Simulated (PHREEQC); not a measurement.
A PHREEQC input (ion-association model, phreeqc.dat):

```
SOLUTION 1
  temp 56
  units mg/L
  pH 6.19
  pe 13
  Na 3.31
  K 2.41 charge
  Ca 2.77
  Mg 2.6
  Cl 6.42
  S(6) 1.91 as SO4
  Alkalinity 19.7 as HCO3
  Cd 1.27
END
USE solution 1
EQUILIBRIUM_PHASES 1
  Gypsum 0 0
  Quartz 0 0.5
  CO2(g) -2 10
END
```

The run finishes with these warnings:
```
WARNING: Maximum iterations exceeded, 100
WARNING: Numerical method failed with this set of convergence parameters.
WARNING: Trying smaller step size, pe step size 10, 5 ...
```

Its last state differs from that of the intended input:

```json
[
 {"quantity": "ionic strength (mol/kgw)", "as run": "0.000745", "intended": "0.000763"},
 {"quantity": "KSO4- (mol/kgw)", "as run": "4.74e-9", "intended": "1.17e-8"},
 {"quantity": "SI of Quartz (SiO2)", "as run": "-0.00", "intended": "+0.00"}
]
```

The fault: charge balance asked on the minor ion K. The line should read `K 2.41` where the input has `K 2.41 charge`.
